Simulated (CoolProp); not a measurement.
A single-stage vapour-compression cycle with the fluid: evaporating at 324.15 K (dew point), condensing at 379.15 K (bubble point), superheat 8 K, subcooling 2 K, compressor efficiency 0.65, no pressure losses. The same conditions are run with several fluids, on thermodynamics alone (safety and materials aside).

Model: reference Helmholtz-energy equation of state of each fluid (isobutane: Bücker 2006; n-butane: Bücker 2006; sulfur dioxide: Gao 2016; R236FA: Pan 2012; R113: Marx 1992), in CoolProp.

Problem. Rank isobutane, n-butane, sulfur dioxide, R236FA, R113 by cooling COP, highest first.

Solution. R113 (2.98), sulfur dioxide (2.94), n-butane (2.61), isobutane (2.35), R236FA (2.14)

| fluid | pressure ratio | discharge temperature (K) | refrigerating effect (kJ/kg) | volumetric capacity (kJ/m³) |
|---|---|---|---|---|
| isobutane | 3.16 | 387.3 | 160 | 2760 |
| n-butane | 3.37 | 387.3 | 198 | 2400 |
| sulfur dioxide | 3.63 | 469.5 | 252 | 5660 |
| R236FA | 3.66 | 386.1 | 61.1 | 2360 |
| R113 | 4.43 | 385.1 | 97.0 | 777 |
